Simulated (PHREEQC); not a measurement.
Consider water at 25 °C with 1.4 mmol/kgw LiOH, 0.37 mmol/kgw Na2SiO3 and 0.34 mmol/kgw K2CO3. Closed to the air; pH follows from the charge balance.

Model: ion-association model, phreeqc.dat, run in PHREEQC.

Each row changes one thing in this solution. No solid was allowed to form.

```tsv
case	pH	ionic strength (mol/kgw)
as made	11.23	0.00313
K2CO3 left out	11.22	0.00215
Na2SiO3 from 0.00037 to 0.000333 mol/kgw	11.22	…
LiOH replaced by Li2CO3 at the same molality	10.83	0.00559
diluted 100-fold with water	…	…
LiOH left out	…	0.00166
temperature from 25 to 70 °C	10.06	…
Na2SiO3 from 0.00037 to 0.00185 mol/kgw	11.47	0.00612
Na2SiO3 replaced by Na2SO4 at the same molality	11.12	0.00348
```

### Question
Fill in the missing entries.

### Answer

- Na2SiO3 from 0.00037 to 0.000333 mol/kgw, ionic strength (mol/kgw): 0.00305
- diluted 100-fold with water, pH: 9.36
- diluted 100-fold with water, ionic strength (mol/kgw): 2.85e-5
- LiOH left out, pH: 10.68
- temperature from 25 to 70 °C, ionic strength (mol/kgw): 0.00298

Complexes and solids missing from the database can't appear. Away from 25 °C the constants follow the database's enthalpies or fits; those with neither stay at their 25 °C values.
